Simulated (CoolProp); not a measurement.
n-perfluorohexane at 342.57 K and 2.32 MPa is throttled through a valve to 0.05 MPa with no heat exchange. Each further row changes one setting.

Model: reference Helmholtz-energy equation of state, Gao 2022, in CoolProp.

```json
[
 {"case": "as stated", "temperature change (K)": "-31.6", "final phase": "two-phase, vapour fraction 0.389", "final density (kg/m³)": "17.3"},
 {"case": "outlet pressure 0.015 MPa", "temperature change (K)": "-58.9", "final phase": "two-phase, vapour fraction 0.656", "final density (kg/m³)": "3.33"},
 {"case": "outlet pressure 0.065 MPa", "temperature change (K)": "-24.8", "final phase": "two-phase, vapour fraction 0.314", "final density (kg/m³)": "27.4"}
]
```
